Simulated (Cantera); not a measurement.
What does this Cantera script print?

```python
import numpy as np
import cantera as ct

gas = ct.Solution("gri30.yaml")
gas.TPX = 1050, 31000, {'CO': 0.49, 'H2': 0.068, 'CH4': 0.14, 'O2': 0.866, 'N2': 3.26}
reactor = ct.IdealGasReactor(gas, energy="on", clone=False)
net = ct.ReactorNet([reactor])
net.rtol, net.atol = 1e-08, 1e-16
show = ['CO', 'H2', 'CH4', 'NO', 'H2O2']
times = np.geomspace(8e-06, 0.3, 14)

steps = ct.SolutionArray(gas, extra=["t"])
rows = []
print(f"{'t/s':>10s}{'T/K':>9s}{'P/Pa':>11s}" + "".join(f"{s:>11s}" for s in show))
for t in times:
    while net.time < t:
        t_next = net.step()
        steps.append(gas.state, t=t_next)
    rows.append([np.interp(t, steps.t, y) for y in (steps.T, steps.P, *steps(*show).X.T)])
    print(f"{t:10.3e}{rows[-1][0]:9.1f}{rows[-1][1]:11.4g}" + "".join(f"{x:11.3e}" for x in rows[-1][2:]))
rate = np.gradient(steps.T, steps.t)
print("integrator steps:", len(steps.t))
if steps.T.max() > steps.T[0] + 200:
    print(f"time of steepest temperature rise: {steps.t[rate.argmax()]:.4e} s")
gas.TPX = 1050, 31000, {'CO': 0.49, 'H2': 0.068, 'CH4': 0.14, 'O2': 0.866, 'N2': 3.26}
gas.equilibrate("UV")
print(f"equilibrium (UV): T = {gas.T:.1f} K  " + "  ".join(f"{s} {gas[s].X[0]:.3e}" for s in show))
```

Output:

```
       t/s      T/K       P/Pa         CO         H2        CH4         NO       H2O2
 8.000e-06   1050.0    3.1e+04  1.016e-01  1.410e-02  2.902e-02  3.549e-23  2.886e-15
 1.799e-05   1050.0    3.1e+04  1.016e-01  1.410e-02  2.902e-02  1.778e-22  1.495e-14
 4.044e-05   1050.0    3.1e+04  1.016e-01  1.410e-02  2.902e-02  7.822e-22  8.134e-14
 9.092e-05   1050.0    3.1e+04  1.016e-01  1.410e-02  2.902e-02  3.119e-21  4.756e-13
 2.044e-04   1050.0    3.1e+04  1.016e-01  1.410e-02  2.902e-02  1.184e-20  2.919e-12
 4.596e-04   1050.0    3.1e+04  1.016e-01  1.410e-02  2.902e-02  5.134e-20  1.876e-11
 1.033e-03   1050.0    3.1e+04  1.016e-01  1.410e-02  2.902e-02  5.047e-19  1.497e-10
 2.323e-03   1050.0    3.1e+04  1.016e-01  1.409e-02  2.902e-02  8.382e-17  2.996e-09
 5.223e-03   1056.1  3.118e+04  1.015e-01  1.403e-02  2.839e-02  9.692e-13  6.084e-07
 1.174e-02   2547.9  7.231e+04  2.351e-02  2.194e-03  3.909e-18  2.891e-03  1.178e-07
 2.640e-02   2537.3  7.196e+04  2.296e-02  2.153e-03  3.751e-18  1.084e-02  1.128e-07
 5.935e-02   2534.4  7.186e+04  2.282e-02  2.142e-03  3.708e-18  1.298e-02  1.114e-07
 1.334e-01   2534.3  7.186e+04  2.282e-02  2.142e-03  3.707e-18  1.304e-02  1.113e-07
 3.000e-01   2534.3  7.186e+04  2.282e-02  2.142e-03  3.707e-18  1.304e-02  1.113e-07
integrator steps: 2024
time of steepest temperature rise: 8.4965e-03 s
equilibrium (UV): T = 2534.3 K  CO 2.282e-02  H2 2.142e-03  CH4 5.425e-18  NO 1.304e-02  H2O2 1.113e-07
```

Model: GRI-Mech 3.0 (53 species, 325 reactions), integrated in Cantera.
